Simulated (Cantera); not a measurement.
Input: 1 mol CCl₄, 2.4 mol H₂, 0.031 mol CH₄, held at 1827 °C and 0.150 bar.

Cantera equilibrium calculation (NASA polynomials, part measured and part estimated; ideal gas, pure solids and liquids). Candidate condensed phases: C, C₆H₆, C₇H₈, C₈H₁₈; 91 gas species. Kinetics and transport are ignored.

Base state: HCl 0.873, H₂ 0.109, Cl 0.0156, H 0.00266, C₂H₂ (acetylene) 0.000157, Cl₂ 3.25e-5 (mole fractions); condensed: C(graphite).

Question: What changes in the equilibrium state with this change: pressure from 0.150 bar to 11.0 mbar?

Answer: 
```json
[
 {"species": "HCl", "before": "0.873", "after": "0.817"},
 {"species": "H₂", "before": "0.109", "after": "0.121"},
 {"species": "Cl", "before": "0.0156", "after": "0.0514"},
 {"species": "H", "before": "0.00266", "after": "0.0103"},
 {"species": "Cl₂", "before": "3.25e-5", "after": "2.58e-5"},
 {"species": "C₂H₂ (acetylene)", "before": "0.000157", "after": "0.000174"},
 {"species": "C(graphite), mol", "before": "1.03", "after": "1.03"}
]
```

Question: What changes in the equilibrium state with this change: temperature from 1827 °C to 2250 °C?

Answer: 
```csv
species,before,after
HCl,0.873,0.737
H₂,0.109,0.133
Cl,0.0156,0.102
H,0.00266,0.0262
C₂H,9.92e-8,2.35e-5
C₂HCl,6.67e-6,0.000104
C₂H₂ (acetylene),0.000157,0.00159
Cl₂,3.25e-5,0.000119
"C(graphite), mol",1.03,1.01
```
